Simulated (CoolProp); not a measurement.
Computed with CoolProp (reference Helmholtz-energy equation of state, Lemmon 2006). It is a short technical equation, of lower accuracy than the large ones.

For carbonyl sulfide, give the phase and the density (kg/m³), cv (kJ/(kg K)), expansivity (1/kK), fugacity coefficient at 289 K and 0.903 MPa; 317.8 K and 0.903 MPa; 322.6 K and 0.903 MPa.


- 289 K and 0.903 MPa: gas; density 25.7, cv 0.597, expansivity 5.24, fugacity coefficient 0.892
- 317.8 K and 0.903 MPa: gas; density 22.5, cv 0.598, expansivity 4.17, fugacity coefficient 0.919
- 322.6 K and 0.903 MPa: gas; density 22.1, cv 0.600, expansivity 4.05, fugacity coefficient 0.923
